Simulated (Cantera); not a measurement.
Input: 1 mol Si₃N₄, 0.062 mol CO₂, 5 mol H₂, equilibrated at 1173.15 K and 0.630 bar.

Cantera equilibrium calculation (NASA polynomials, part measured and part estimated; ideal gas, pure solids and liquids). Candidate condensed phases: C, C₆H₆, C₇H₈, C₈H₁₈, H₂O, Si, SiC, SiO₂, Si₂N₂O, Si₃N₄; 151 gas species. Mutual solubility and eutectic melting of coexisting phases are not modelled. Rates play no part.

Base state: H₂ 0.980, CH₄ 0.0118, N₂ 0.00829, NH₃ 1.21e-5 (mole fractions); condensed: C(graphite) + Si₂N₂O(s) + Si₃N₄(s).

### Question
What changes in the equilibrium state with this change: Si₃N₄ replaced by Si?

### Answer
```csv
species,before,after
H₂,0.980,1.000
CH₄,0.0118,1.75e-5
N₂,0.00829,0
NH₃,1.21e-5,0
"C(graphite), mol",0.00339,0
"Si₂N₂O(s), mol",0.124,0
"Si₃N₄(s), mol",0.917,0
"Si(s), mol",0,0.876
"SiC(s), mol",0,0.0619
"SiO₂(β-quartz), mol",0,0.0620
```
The tables hold silica as quartz up to 1696 K and as liquid above; real silica turns to tridymite and cristobalite and melts near 1996 K.
